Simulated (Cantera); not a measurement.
A closed system holds: 1 mol trisilylamine, 0.16 mol NH3, at 1900 K and 0.950 bar.

These are equilibrium values from Cantera (NASA tables, ideal gas, pure condensed phases), not measurements of a reactor. Candidate condensed phases: Si, Si3N4; 18 gas species. The feed counts by its element totals alone. Mutual solubility and eutectic melting of coexisting phases are not modelled. Gases not in the tables: Si2H6 and higher silanes. Rates play no part.

Base state: H2 0.956, N2 0.0434, H 0.000796, SiH2 5.57e-5, Si 1.33e-5, SiH 1.10e-5 (mole fractions); condensed: Si(l) + Si3N4(s).

**Question.** What changes in the equilibrium state with this change: temperature from 1900 K to 1773 K?

**Answer.** 
```
species          before     after
-------------  --------  --------
H2                0.956     0.994
N2               0.0434   0.00592
H              0.000796  0.000291
SiH2            5.57e-5   2.45e-5
Si              1.33e-5   2.24e-6
SiH             1.10e-5   2.69e-6
Si(l), mol         2.45      2.17
Si3N4(s), mol     0.183     0.276
```
